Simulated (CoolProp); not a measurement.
A single-stage vapour-compression cycle with the fluid: evaporating at 202.15 K (dew point), condensing at 266.15 K (bubble point), superheat 0 K, subcooling 0 K, compressor efficiency 0.65, no pressure losses. The same conditions are run with several fluids, on thermodynamics alone (safety and materials aside).

Model: reference Helmholtz-energy equation of state of each fluid (R115: Lemmon 2016; ethylene: Smukala 2000; C3F8 (R218): Lemmon 2006; R13: Platzer 1990; carbonyl sulfide: Lemmon 2006; ethane: Bücker 2006), in CoolProp. The equations of Platzer and Polt are older, rougher fits.

| fluid | cooling COP | pressure ratio | discharge temperature (K) | refrigerating effect (kJ/kg) | volumetric capacity (kJ/m³) |
|---|---|---|---|---|---|
| R115 | 1.42 | 18.7 | 291.4 | 76.4 | 134 |
| ethylene | 1.20 | 7.01 | 352.7 | 236 | 2170 |
| C3F8 (R218) | 1.24 | 20.9 | 272.4 | 54.4 | 97.0 |
| R13 | 1.33 | 9.60 | 317.4 | 79.4 | 898 |
| carbonyl sulfide | 1.57 | 15.2 | 429.4 | 245 | 306 |
| ethane | 1.39 | 8.39 | 339.1 | 284 | 1290 |
